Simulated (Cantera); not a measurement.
# Adiabatic ignition

An adiabatic, constant-volume homogeneous reactor starts with H2 : O2 : N2 = 1 : 0.417 : 1.57 (molar parts), equivalence ratio 1.2, at 1725 K and 0.250 bar.

Detailed kinetics in Cantera: the H2/O2 subset of GRI-Mech 3.0, which has no nitrogen chemistry.

```json
[
 {"t (s)": "1.00e-5", "T (K)": "1725", "P (bar)": "0.250", "x H2": "0.335", "x O2": "0.140", "x H2O2": "2.12e-7", "x OH": "1.52e-5", "x H2O": "0.000116"},
 {"t (s)": "3.88e-5", "T (K)": "1883", "P (bar)": "0.272", "x H2": "0.0821", "x O2": "0.0272", "x H2O2": "2.89e-7", "x OH": "0.0230", "x H2O": "0.174"},
 {"t (s)": "0.000151", "T (K)": "2245", "P (bar)": "0.317", "x H2": "0.0904", "x O2": "0.0220", "x H2O2": "1.16e-7", "x OH": "0.0319", "x H2O": "0.185"},
 {"t (s)": "0.000585", "T (K)": "2811", "P (bar)": "0.382", "x H2": "0.0940", "x O2": "0.0147", "x H2O2": "1.71e-7", "x OH": "0.0395", "x H2O": "0.213"},
 {"t (s)": "0.00227", "T (K)": "2896", "P (bar)": "0.391", "x H2": "0.0936", "x O2": "0.0137", "x H2O2": "2.35e-7", "x OH": "0.0397", "x H2O": "0.218"},
 {"t (s)": "0.00881", "T (K)": "2896", "P (bar)": "0.391", "x H2": "0.0936", "x O2": "0.0137", "x H2O2": "2.35e-7", "x OH": "0.0397", "x H2O": "0.218"},
 {"t (s)": "0.0342", "T (K)": "2896", "P (bar)": "0.391", "x H2": "0.0936", "x O2": "0.0137", "x H2O2": "2.35e-7", "x OH": "0.0397", "x H2O": "0.218"},
 {"t (s)": "0.133", "T (K)": "2896", "P (bar)": "0.391", "x H2": "0.0936", "x O2": "0.0137", "x H2O2": "2.35e-7", "x OH": "0.0397", "x H2O": "0.218"},
 {"t (s)": "0.515", "T (K)": "2896", "P (bar)": "0.391", "x H2": "0.0936", "x O2": "0.0137", "x H2O2": "2.35e-7", "x OH": "0.0397", "x H2O": "0.218"},
 {"t (s)": "2.00", "T (K)": "2896", "P (bar)": "0.391", "x H2": "0.0936", "x O2": "0.0137", "x H2O2": "2.35e-7", "x OH": "0.0397", "x H2O": "0.218"}
]
```
x: mole fraction; the columns are a selection and need not sum to one.

The time of steepest temperature rise is 26.5 µs and the temperature at 2.00 s comes out as 2896 K. The equilibrium temperature is 2896 K and the x(H2) at 2.00 s comes out as 0.0936 (gas-phase equilibrium 0.0936). The x(O2) at 2.00 s is 0.0137 (gas-phase equilibrium 0.0137) and the x(H2O2) at 2.00 s comes out as 2.35e-7 (gas-phase equilibrium 2.35e-7).
